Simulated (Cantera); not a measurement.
Feed: 1 mol TiCl4, 0.35 mol CH4, 6.5 mol H2, held at 1927 °C and 1.00 bar.

Method: chemical equilibrium by Gibbs-energy minimisation in Cantera with the NASA 1993 tables (ideal gas, pure condensed phases). Candidate condensed phases: C, C6H6, C7H8, C8H18, Ti, TiC, TiCl2, TiCl3, TiCl4; 96 gas species. The tables' values for TiCl2 are old estimates; treat these amounts as uncertain. TiC: taken at fixed stoichiometry. Kinetics and transport are ignored.

Base state: H2 0.678, HCl 0.244, TiCl3 0.0517, TiCl2 0.0185, H 0.00464, TiCl4 0.00203, Cl 0.00121, TiCl 0.000203 (mole fractions); condensed: TiC(s).

Task: What changes in the equilibrium state with this change: temperature from 1927 °C to 1352 °C?

Result: 
```csv
species,before,after
H2,0.678,0.712
HCl,0.244,0.214
TiCl3,0.0517,0.0538
TiCl2,0.0185,0.000462
TiCl4,0.00203,0.0197
TiCl,0.000203,1.94e-8
Cl,0.00121,1.41e-5
H,0.00464,5.95e-5
"TiC(s), mol",0.350,0.350
```
